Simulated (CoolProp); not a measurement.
Vapour-liquid equilibrium of R22 (1) + n-pentane (2) at 0.0121 MPa; x and y are mole fractions of (1).

Model: multi-fluid Helmholtz-energy mixture model, Kamei 1995 and Thol 2019; pair parameters Bell 2016, in CoolProp.

| x | bubble temperature (K) | y at the bubble point | dew temperature at overall composition x (K) | liquid density (mol/L) |
|---|---|---|---|---|
| 0.05 | 227.0 | 0.858 | 257.7 | 9.752 |
| 0.125 | 211.6 | 0.959 | 256.1 | 10.30 |
| 0.2 | 205.2 | … | 254.5 | 10.76 |
| 0.275 | 201.9 | 0.985 | 252.7 | … |
| 0.35 | 200.0 | 0.988 | … | 11.68 |
| 0.425 | 199.0 | 0.989 | 248.6 | 12.16 |
| 0.5 | 198.4 | … | 246.2 | 12.67 |
| 0.575 | 198.1 | 0.991 | 243.5 | 13.22 |
| 0.65 | … | 0.991 | … | … |
| 0.725 | 197.6 | 0.992 | 236.6 | 14.46 |
| 0.8 | 197.2 | 0.993 | 231.8 | 15.17 |
| 0.875 | 196.7 | 0.994 | 225.3 | 15.96 |
| 0.95 | 195.9 | 0.997 | 213.9 | … |

Problem. Complete the blanks.

Solution. 
- 0.2, y at the bubble point: 0.978
- 0.275, liquid density (mol/L): 11.22
- 0.35, dew temperature at overall composition x (K): 250.7
- 0.5, y at the bubble point: 0.990
- 0.65, bubble temperature (K): 197.8
- 0.65, dew temperature at overall composition x (K): 240.3
- 0.65, liquid density (mol/L): 13.81
- 0.95, liquid density (mol/L): 16.84

No azeotrope shows between x = 0.05 and 0.95.

The pair parameters rest on a limited set of measurements; away from them the model extrapolates. With so large a gap from Raoult's law the liquid may split in two, which this calculation doesn't test in full.
